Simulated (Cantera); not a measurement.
Input: 1 mol V, 1.5 mol H₂O, a varied amount of H₂, held at 1.33 mbar.

Method: chemical equilibrium by Gibbs-energy minimisation in Cantera with the NASA 1993 tables (ideal gas, pure condensed phases). Candidate condensed phases: H₂O, V, VO, V₂O₃, V₂O₄, V₂O₅; 12 gas species. Mutual solubility and eutectic melting of coexisting phases are not modelled. VO: taken at fixed stoichiometry. Condensed phases not in the tables: the oxides between V₂O₃ and V₂O₅ other than VO₂. Kinetics and transport are ignored.

Stable condensed phases, one row left out:

```
T in K \ n(H₂) in mol
         3.3 4.4 5.5 6.7 7.8 8.9  10  11  12  13
   2448    A   A   A   A   A   A   A   A   A   A
   2398    A   A   A   A   A   A   A   A   A   A
   2348    A   A   A   A   A   A   A   A   A   A
   2298    B   B   A   A   A   A   A   A   A   A
   2248    B   B   B   B   B   B   B   A   A   A
   2148    B   B   B   B   B   B   B   B   B   B
   2098    C   B   B   B   B   B   B   B   B   B
   2048    C   C   C   C   C   B   B   B   B   B
```

A: gas only; B: VO; C: VO + V₂O₃.

**Question.** Give the row for 2198 K.

**Answer.** 3.3: VO; 4.4: VO; 5.5: VO; 6.7: VO; 7.8: VO; 8.9: VO; 10: VO; 11: VO; 12: VO; 13: VO.
